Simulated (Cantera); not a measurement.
What does this Cantera script print?

```python
import numpy as np
import cantera as ct

gas_names = """
    Br Br2 Ca CaBr CaBr2 CaO CaOH CaO2H2 Ca2 H HBr HNO HNO2 HNO3 HO2 H2 H2O H2O2 N NH NH2 NH3 NH2OH NO
    NO2 NO3 N2 N2H2 N2H4 N2O O OH O2 O3
""".split()
cond_names = """
    Br2(cr) Br2(L) Ca(a) Ca(b) Ca(L) CaBr2(s) CaBr2(L) CaO(s) CaO(L) CaO2H2(s) H2O(s) H2O(L)
""".split()


# ... load() reads the species with a 1 bar reference pressure and builds the phases ...
atoms = {
    'CaO': {'Ca': 1, 'O': 1},
    'HBr': {'H': 1, 'Br': 1},
    'N2': {'N': 2},
}
top_T = {}  # K; cautious upper limits of use, not melting points


# ... equilibrate(T, P, feed) seeds the gas with the atoms and calls Mixture.equilibrate('TP', solver="vcs", rtol=1e-11, max_steps=5000) ...
results = []
feed = {'CaO': 1, 'HBr': 18, 'N2': 18}  # mol
P = 2500  # Pa
for T in [1125, 1200, 1275, 1350, 1425, 1500, 1575, 1650, 1725, 1800, 1875]:
    mix = equilibrate(T, P, feed)
    results.append((T, P, feed, dict(zip(mix.species_names, mix.species_moles))))
    x = sorted(zip(gas.X, gas.species_names), reverse=True)
    print(f"T = {T:g} K  P = {P:g} Pa  gas = {mix.phase_moles(0):.4g} mol")
    print("   x: " + "  ".join(f"{s} {v:.3e}" for v, s in x if v > 1e-06))
    print("   condensed (mol): " + ("  ".join(f"{mix.phase(i).name} {mix.phase_moles(i):.4g}"
          for i in range(1, mix.n_phases) if mix.phase_moles(i) > 1e-12) or "none"))
```

Result:

```
T = 1125 K  P = 2500 Pa  gas = 35.06 mol
   x: N2 5.134e-01  HBr 4.536e-01  H2O 2.852e-02  Br 2.253e-03  H2 1.407e-03  CaBr2 5.123e-04  Br2 2.800e-04
   condensed (mol): CaBr2(L) 0.982
T = 1200 K  P = 2500 Pa  gas = 35.17 mol
   x: N2 5.117e-01  HBr 4.497e-01  H2O 2.843e-02  Br 4.566e-03  CaBr2 2.678e-03  H2 2.591e-03  Br2 3.084e-04
   condensed (mol): CaBr2(L) 0.9058
T = 1275 K  P = 2500 Pa  gas = 35.55 mol
   x: N2 5.063e-01  HBr 4.411e-01  H2O 2.813e-02  CaBr2 1.127e-02  Br 8.368e-03  H2 4.508e-03  Br2 3.236e-04
   condensed (mol): CaBr2(L) 0.5995
T = 1350 K  P = 2500 Pa  gas = 36.26 mol
   x: N2 4.965e-01  HBr 4.265e-01  CaBr2 2.758e-02  H2O 2.758e-02  Br 1.412e-02  H2 7.385e-03  Br2 3.267e-04  H 1.295e-06
   condensed (mol): none
T = 1425 K  P = 2500 Pa  gas = 36.41 mol
   x: N2 4.944e-01  HBr 4.162e-01  CaBr2 2.746e-02  H2O 2.746e-02  Br 2.257e-02  H2 1.161e-02  Br2 3.296e-04  H 4.649e-06
   condensed (mol): none
T = 1500 K  P = 2500 Pa  gas = 36.63 mol
   x: N2 4.915e-01  HBr 4.021e-01  Br 3.412e-02  CaBr2 2.730e-02  H2O 2.730e-02  H2 1.738e-02  Br2 3.256e-04  H 1.468e-05
   condensed (mol): none
T = 1575 K  P = 2500 Pa  gas = 36.91 mol
   x: N2 4.877e-01  HBr 3.838e-01  Br 4.908e-02  CaBr2 2.710e-02  H2O 2.709e-02  H2 2.484e-02  Br2 3.148e-04  H 4.142e-05  OH 1.641e-06
   condensed (mol): none
T = 1650 K  P = 2500 Pa  gas = 37.26 mol
   x: N2 4.831e-01  HBr 3.613e-01  Br 6.750e-02  H2 3.400e-02  CaBr2 2.684e-02  H2O 2.683e-02  Br2 2.977e-04  H 1.059e-04  OH 3.778e-06
   condensed (mol): none
T = 1725 K  P = 2500 Pa  gas = 37.68 mol
   x: N2 4.777e-01  HBr 3.349e-01  Br 8.910e-02  H2 4.471e-02  CaBr2 2.654e-02  H2O 2.653e-02  Br2 2.750e-04  H 2.484e-04  OH 8.119e-06
   condensed (mol): none
T = 1800 K  P = 2500 Pa  gas = 38.17 mol
   x: N2 4.715e-01  HBr 3.054e-01  Br 1.133e-01  H2 5.661e-02  CaBr2 2.620e-02  H2O 2.618e-02  H 5.388e-04  Br2 2.480e-04  OH 1.645e-05  NO 1.105e-06
   condensed (mol): none
T = 1875 K  P = 2500 Pa  gas = 38.71 mol
   x: N2 4.650e-01  HBr 2.738e-01  Br 1.391e-01  H2 6.922e-02  CaBr2 2.583e-02  H2O 2.580e-02  H 1.091e-03  Br2 2.184e-04  OH 3.169e-05  NO 2.210e-06  CaBr 1.405e-06
   condensed (mol): none
```

Equilibrium computed with Cantera from the NASA thermochemical tables; the gas is ideal and each condensed phase is pure.
